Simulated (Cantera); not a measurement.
A closed system holds: 1 mol Si, 21 mol HCl, at 1123 K.

Equilibrium computed with Cantera from the NASA thermochemical tables; the gas is ideal and each condensed phase is pure. Candidate condensed phases: Si; 19 gas species. The tables' values for SiCl3 are old estimates; treat these amounts as uncertain. Rates play no part.

At 1.00 bar, list the 4 most abundant gas species with their mole fractions, and the condensed phases.

HCl 0.850, H2 0.0999, SiCl4 0.0499, SiHCl3 0.000100. Condensed: gas only.
